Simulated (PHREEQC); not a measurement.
A made-up water analysis in mg/L, 20 °C, pH 1.82, pe 10.5: Na 79.8; K 41.1; Ca 168; Mg 56.8; Cl 97.3; S(6) as SO4 2080; Zn 0.53; Cu(2) 0.292; Mn(2) 0.31; B 2.26.

Valence states are taken as typed.

The numbers come from PHREEQC with the ion-association model, wateq4f.dat.

No solid was allowed to form.

Problem. Predict the ionic strength, charge-balance error.

Solution. ionic strength 0.0474 mol/kgw; charge-balance error -3.7 %.

Problem. In which forms is Mn present?

Solution. Mn+2 71 %, MnSO4 29 % of the Mn.
